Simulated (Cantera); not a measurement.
Input: 1 mol H2S, 2.6 mol H2, at 34.0 Pa.

Cantera equilibrium calculation (NASA polynomials, part measured and part estimated; ideal gas, pure solids and liquids). Candidate condensed phases: S; 7 gas species. Gases not in the tables: S3 to S7. Equilibrium is a limit: real reactors are often held back by kinetics, nucleation or transport.

**Question.** At 1298 K, list the 4 most abundant gas species with their mole fractions, and the condensed phases.

**Answer.** H2 0.846, S2 0.0970, H2S 0.0547, SH 0.00184. Condensed: gas only.
